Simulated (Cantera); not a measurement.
An isothermal, constant-pressure homogeneous reactor starts with 50.0 % NH3, 50.0 % N2, at 1950 K and 135 Torr.

Cantera simulation using the gas-phase N/H chemistry of the illustrative SiF4/NH3 mechanism in the Surface Chemkin manual (1991); the numbers are that mechanism's predictions, not measurements. Walls and surfaces, which speed up NH3 decomposition in real reactors, are not modelled.

x: mole fraction; the columns are a selection and need not sum to one.

```csv
t (s),x NH3,x NH2,x N2H4,x N2H2,x N,x H
3.00e-5,0.500,3.24e-5,1.27e-10,2.18e-9,2.14e-12,2.93e-7
9.11e-5,0.500,9.86e-5,(withheld),2.71e-8,8.25e-11,2.99e-7
0.000277,0.500,0.000293,(withheld),3.08e-7,1.42e-9,3.80e-7
0.000840,0.499,0.000693,(withheld),2.02e-6,7.73e-9,1.03e-6
0.00255,0.495,0.000829,(withheld),3.06e-6,2.74e-8,3.17e-6
0.00775,0.485,0.000785,(withheld),2.97e-6,8.23e-8,8.81e-6
0.0235,0.456,0.000704,(withheld),2.70e-6,2.18e-7,2.42e-5
0.0714,0.381,0.000585,(withheld),2.09e-6,4.07e-7,6.46e-5
0.217,0.232,0.000406,(withheld),1.10e-6,5.44e-7,0.000164
0.659,0.0674,0.000174,(withheld),2.49e-7,5.97e-7,0.000391
2.00,0.00303,2.10e-5,5.55e-11,7.23e-9,5.49e-7,0.00120
```

### Question
Complete the blanks.

### Answer

- 9.11e-5, x N2H4: 1.21e-9
- 0.000277, x N2H4: 1.08e-8
- 0.000840, x N2H4: 6.06e-8
- 0.00255, x N2H4: 8.68e-8
- 0.00775, x N2H4: 7.80e-8
- 0.0235, x N2H4: 6.27e-8
- 0.0714, x N2H4: 4.32e-8
- 0.217, x N2H4: 2.08e-8
- 0.659, x N2H4: 3.82e-9
